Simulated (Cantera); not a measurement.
A Cantera script and its output.

```python
import numpy as np
import cantera as ct

gas = ct.Solution("gri30.yaml", transport_model="mixture-averaged")
show = ['C2H2', 'CH4', 'H']

rows = []
print(f"{'T/K':>7s}{'rho':>11s}{'cp':>10s}{'mu':>11s}{'lambda':>11s}{'Pr':>7s}" + "".join(f"{'D_' + s:>11s}" for s in show))
for T in [400, 650, 900, 1150, 1400, 1650, 1900, 2150]:
    gas.TPX = T, 1000000, {'NO': 0.11, 'N2O': 0.12}
    Pr = gas.cp_mass * gas.viscosity / gas.thermal_conductivity
    D = [gas.mix_diff_coeffs_mole[gas.species_index(s)] for s in show]
    rows.append([gas.density, gas.cp_mass, gas.viscosity, gas.thermal_conductivity, Pr, *D])
    print(f"{T:7g}{gas.density:11.4e}{gas.cp_mass:10.1f}{gas.viscosity:11.4e}"
          f"{gas.thermal_conductivity:11.4e}{Pr:7.3f}" + "".join(f"{d:11.4e}" for d in D))
print("SI units: kg/m3, J/kg/K, Pa s, W/m/K, m2/s")
```

Output:

```
    T/K        rho        cp         mu     lambda     Pr     D_C2H2      D_CH4        D_H
    400 1.1220e+01     981.2 2.0968e-05 2.8582e-02  0.720 2.4047e-06 3.2774e-06 1.8433e-05
    650 6.9044e+00    1098.9 3.0493e-05 4.6171e-02  0.726 5.7228e-06 7.6839e-06 4.3242e-05
    900 4.9865e+00    1183.3 3.8453e-05 6.2256e-02  0.731 1.0044e-05 1.3397e-05 7.5413e-05
   1150 3.9025e+00    1234.3 4.5484e-05 7.6935e-02  0.730 1.5240e-05 2.0257e-05 1.1404e-04
   1400 3.2056e+00    1270.8 5.1890e-05 9.0457e-02  0.729 2.1229e-05 2.8162e-05 1.5856e-04
   1650 2.7199e+00    1298.9 5.7842e-05 1.0304e-01  0.729 2.7955e-05 3.7042e-05 2.0857e-04
   1900 2.3620e+00    1320.2 6.3447e-05 1.1484e-01  0.729 3.5377e-05 4.6842e-05 2.6375e-04
   2150 2.0874e+00    1336.2 6.8776e-05 1.2601e-01  0.729 4.3464e-05 5.7519e-05 3.2388e-04
SI units: kg/m3, J/kg/K, Pa s, W/m/K, m2/s
```

Detailed kinetics in Cantera: GRI-Mech 3.0 (53 species, 325 reactions). The composition is frozen, though it would react at the higher temperatures.
